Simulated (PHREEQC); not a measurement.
Dissolve 1.5 mmol/kgw HCl, 110 mmol/kgw Na2SO4 and 0.13 mmol/kgw NaCl at 20 °C. It is in equilibrium with CO2 at log p = -2 (atm). Otherwise closed; pH follows from the charge balance.

All values are PHREEQC results (ion-association model, wateq4f.dat), not measurements.

Precipitation was switched off in this run.

**Question.** Predict the pH, ionic strength.

**Answer.** pH 3.43; ionic strength 0.286 mol/kgw.

**Question.** In which forms is S present?

**Answer.** SO4-2 79 %, NaSO4- 20 %, HSO4- 0.9 % of the S.

Complexes and solids missing from the database can't appear.
